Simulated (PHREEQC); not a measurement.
Dissolve 53 mmol/kgw HBr at 25 °C. It is in equilibrium with CO2 at log p = -3.5 (atm). Otherwise closed; pH follows from the charge balance.

All values are PHREEQC results (ion-association model, phreeqc.dat), not measurements.

Each row changes one thing in this solution. This is a speciation only: nothing precipitates in the calculation.

| case | pH | HCO3- (mol/kgw) |
|---|---|---|
| as made | 1.35 | 1.28e-10 |
| temperature from 25 to 40 °C | 1.35 | [?] |
| diluted 2-fold with water | [?] | 2.38e-10 |
| temperature from 25 to 35 °C | 1.35 | 1.11e-10 |
| HBr from 0.053 to 0.0477 mol/kgw | [?] | [?] |

### Question
Some entries are withheld; supply them.

### Answer

- temperature from 25 to 40 °C, HCO3- (mol/kgw): 1.02e-10
- diluted 2-fold with water, pH: 1.63
- HBr from 0.053 to 0.0477 mol/kgw, pH: 1.39
- HBr from 0.053 to 0.0477 mol/kgw, HCO3- (mol/kgw): 1.41e-10

Species that the database lacks are ignored. Away from 25 °C the constants follow the database's enthalpies or fits; those with neither stay at their 25 °C values.
